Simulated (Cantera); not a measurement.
A closed system holds: 1 mol Cu₂O, a varied amount of H₂, equilibrated at 2198 K and 0.450 bar.

Equilibrium computed with Cantera from the NASA thermochemical tables; the gas is ideal and each condensed phase is pure. Candidate condensed phases: Cu, CuO, Cu(OH)₂, Cu₂O, H₂O; 12 gas species. Kinetics and transport are ignored.

x: gas mole fraction; n: condensed amount in mol.

```csv
n(H₂) (mol),x H₂,x Cu,x H₂O,x H,x Cu₂,n Cu(l)
29,0.908,0.0508,0.0325,0.00791,0.000385,0.418
37,0.916,0.0503,0.0255,0.00794,0.000378,0
47,0.931,0.0402,0.0203,0.00801,0.000241,0
59,0.943,…,…,0.00806,…,0
75,0.953,0.0257,0.0129,0.00810,9.83e-5,0
94,0.961,0.0206,0.0104,0.00814,6.35e-5,0
120,0.967,0.0162,0.00815,0.00816,3.94e-5,0
150,0.972,…,…,0.00819,…,0
190,0.976,0.0103,0.00518,0.00820,1.60e-5,0
240,0.979,0.00821,0.00411,0.00822,1.01e-5,0
310,0.982,0.00637,0.00319,0.00823,6.06e-6,0
```

Fill in the missing entries.


- 150, x Cu: 0.0131
- 150, x H₂O: 0.00654
- 150, x Cu₂: 2.54e-5
- 59, x Cu: 0.0323
- 59, x H₂O: 0.0163
- 59, x Cu₂: 0.000156
